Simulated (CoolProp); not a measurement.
The fluid at 293.15 K and 2.13 MPa expands adiabatically to 0.354 MPa with isentropic efficiency 0.9. The same conditions are run with several fluids, on thermodynamics alone (safety and materials aside).

Model: reference Helmholtz-energy equation of state of each fluid (nitrogen: Span 2000; hydrogen chloride: Thol 2018; ethylene: Smukala 2000; ethane: Bücker 2006), in CoolProp.

Problem. Rank nitrogen, hydrogen chloride, ethylene, ethane by work (kJ/kg), highest first.

Solution. nitrogen (109), ethylene (102), ethane (94.8), hydrogen chloride (76.1)

```
fluid              final temperature (K)                       final phase  final density (kg/m³)
-----------------  ---------------------  --------------------------------  ---------------------
nitrogen                           185.9                               gas                   6.48
hydrogen chloride                  213.5  two-phase, vapour fraction 0.920                   8.48
ethylene                           200.2                               gas                   6.43
ethane                             211.5  two-phase, vapour fraction 0.996                   6.62
```
